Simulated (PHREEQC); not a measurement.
Make-up at 25 °C: 0.0023 mol/kgw HF, 0.00055 mol/kgw NaF, 2.8e-06 mol/kgw H4SiO4 and 0.0038 mol/kgw H3PO4. Closed to the air; pH follows from the charge balance.

All values are PHREEQC results (ion-association model, phreeqc.dat), not measurements.

| quantity | before | after |
|---|---|---|
| pH | 2.57 | 2.62 |
| F- (mol/kgw) | 0.000595 | 0.000773 |
| HF2- (mol/kgw) | 5.10e-6 | 7.70e-6 |
| SiF6-2 (mol/kgw) | 2.10e-6 | 2.53e-6 |
| SI of Quartz (SiO2) | -2.17 | -2.58 |

Question: Name the change that produced these shifts.
A) HF from 0.0023 to 0.00046 mol/kgw
B) H4SiO4 replaced by (NH4)2SiF6 at the same molality
C) NaF from 0.00055 to 0.0011 mol/kgw
D) temperature from 25 to 20 °C

Answer: C, NaF from 0.00055 to 0.0011 mol/kgw

This is a speciation only: nothing precipitates in the calculation. SiF6-2 is the database's only silicon fluoride.
